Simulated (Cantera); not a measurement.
Feed: 1 mol Si, 0.69 mol Cl2, 12 mol H2, at 1398.15 K and 1 atm.

Cantera equilibrium calculation (NASA polynomials, part measured and part estimated; ideal gas, pure solids and liquids). Candidate condensed phases: Si; 19 gas species. The tables' values for SiCl3 are old estimates; treat these amounts as uncertain. Rates play no part.

What is the equilibrium state?


```json
{
 "x(H2)": "0.925",
 "x(HCl)": "0.0549",
 "x(SiCl2)": "0.00959",
 "x(SiHCl3)": "0.00407",
 "x(SiCl4)": "0.00343",
 "x(SiCl3)": "0.00278",
 "x(SiH2Cl2)": "0.000723",
 "x(SiH3Cl)": "3.70e-5",
 "x(H)": "4.53e-6",
 "n(Si(s))": "0.741 mol",
 "gas_amount": "12.57 mol"
}
```
